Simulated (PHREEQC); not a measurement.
H3PO4 is added in steps, without added water, to 1 kg of water holding 0.041 mol/kgw KHCO3 and 9.8e-05 mol/kgw Na2HPO4, at 20 °C. Oxygen alone is held at its pressure in air (log pO2 = -0.68). The system is closed to CO2. Nothing may precipitate in this run.

Base run: PHREEQC, ion-association model, wateq4f.dat. Each further column changes one thing. The table gives pH.

| H3PO4 added (mol) | base | diluted 5-fold with water | solids may form |
|---|---|---|---|
| 0 | 8.23 | 8.30 | 8.23 |
| 0.006 | 6.87 | 5.82 | 6.87 |
| 0.012 | 6.53 | 2.79 | 6.53 |
| 0.02 | 6.20 | 2.36 | 6.20 |
| 0.026 | 5.96 | 2.22 | 5.96 |
| 0.032 | 5.66 | 2.12 | 5.66 |
| 0.038 | 5.13 | 2.05 | 5.13 |
| 0.044 | 3.31 | 1.99 | 3.31 |
| 0.052 | 2.75 | 1.93 | 2.75 |
| 0.058 | 2.57 | 1.89 | 2.57 |
| 0.064 | 2.44 | 1.86 | 2.44 |

H3PO4, which wateq4f.dat lacks, is added to it with the constant of phreeqc.dat. Solids allowed in the column 'solids may form': Nahcolite, Natron.
